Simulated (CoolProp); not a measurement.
Cyclohexane along the isotherm 342.15 °C: Z from the reference equation and from simpler models built on Tc = 280.5 °C, pc = 4.081 MPa, ω = 0.209; each cubic takes its own stable root.

Values from CoolProp's reference Helmholtz-energy equation of state, Zhou 2014.

| p (MPa) | phase | reference | van der Waals | Redlich-Kwong | Soave-Redlich-Kwong | Peng-Robinson |
|---|---|---|---|---|---|---|
| 0.0645 | gas | 0.9962 | 0.9964 | 0.9960 | 0.9962 | 0.9957 |
| 0.122 | gas | 0.9927 | 0.9931 | 0.9925 | 0.9928 | 0.9918 |
| 0.232 | gas | 0.9861 | 0.9868 | 0.9857 | 0.9863 | 0.9844 |
| 0.44 | gas | 0.9735 | 0.9748 | 0.9726 | 0.9740 | 0.9703 |
| 0.833 | gas | 0.9491 | 0.9515 | 0.9475 | 0.9501 | 0.9433 |
| 1.58 | gas | 0.9006 | 0.9044 | 0.8978 | 0.9032 | 0.8907 |
| 2.99 | gas | 0.8007 | 0.8027 | 0.7952 | 0.8079 | 0.7857 |
| 5.68 | supercritical | 0.5684 | 0.5119 | 0.5538 | 0.5978 | 0.5662 |
| 10.8 | supercritical | 0.4499 | 0.5450 | 0.4843 | 0.5097 | 0.4683 |
| 20.4 | supercritical | 0.6822 | 0.8688 | 0.7143 | 0.7305 | 0.6626 |
